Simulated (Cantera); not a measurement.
A closed system holds: 1 mol Pb, 0.6 mol CO, a varied amount of H2, equilibrated at 750 K and 19.0 Pa.

These are equilibrium values from Cantera (NASA tables, ideal gas, pure condensed phases), not measurements of a reactor. Candidate condensed phases: C, C6H6, C7H8, C8H18, H2O, Pb, PbO, PbO2, Pb3O4; 113 gas species. Rates play no part.

At 2.7 mol H2, list the 4 most abundant gas species with their mole fractions, and the condensed phases.

H2 0.820, CO 0.174, CO2 0.00320, H2O 0.00247. Condensed: C(graphite) + Pb(l).
